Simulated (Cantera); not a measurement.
Feed: 1 mol SiH2Cl2, 44 mol N2, 0.26 mol H2, held at 31000 Pa.

Method: chemical equilibrium by Gibbs-energy minimisation in Cantera with the NASA 1993 tables (ideal gas, pure condensed phases). Candidate condensed phases: NH4Cl, Si, Si3N4; 28 gas species. The tables' values for SiCl3 are old estimates; treat these amounts as uncertain. The numbers say what is thermodynamically allowed, not how fast it happens. All values below are at 1375 °C.

Base state: N2 0.951, HCl 0.0307, H2 0.0122, SiCl2 0.00475, SiCl3 0.000773, SiCl4 0.000277, Cl 3.49e-5, SiHCl3 1.83e-5 (mole fractions); condensed: Si3N4(s).

Task: What changes in the equilibrium state with this change: pressure from 31000 Pa to 5100 Pa?

Result: 
```tsv
species	before	after
N2	0.951	0.951
HCl	0.0307	0.0250
H2	0.0122	0.0149
SiCl2	0.00475	0.00855
SiCl4	0.000277	4.44e-5
SiHCl3	1.83e-5	4.43e-6
H	1.76e-5	4.82e-5
SiCl3	0.000773	0.000415
Si3N4(s), mol	0.245	0.196
```
